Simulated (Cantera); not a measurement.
A perfectly stirred reactor is fed with 1.27 % CO, 1.36 % O₂, 0.00974 % H₂O, 97.4 % N₂, equivalence ratio 0.46, at 5.00 bar; it is held at 1048 K, and followed from long to short residence time.

Model: GRI-Mech 3.0 (53 species, 325 reactions), integrated in Cantera.

Question: Predict: x(CO) at τ = 5.50 s; x(O₂) at τ = 5.50 s; x(H₂O) at τ = 5.50 s; x(N₂O) at τ = 5.50 s; x(HO₂) at τ = 5.50 s; x(CO) at τ = 14.0 ms; x(O₂) at τ = 14.0 ms; x(H₂O) at τ = 14.0 ms.

Answer: 
* **x(CO) at τ = 5.50 s**: 0.00969
* **x(O₂) at τ = 5.50 s**: 0.0122
* **x(H₂O) at τ = 5.50 s**: 9.69e-5
* **x(N₂O) at τ = 5.50 s**: 4.19e-7
* **x(HO₂) at τ = 5.50 s**: 2.07e-7
* **x(CO) at τ = 14.0 ms**: 0.0127
* **x(O₂) at τ = 14.0 ms**: 0.0136
* **x(H₂O) at τ = 14.0 ms**: 9.74e-5
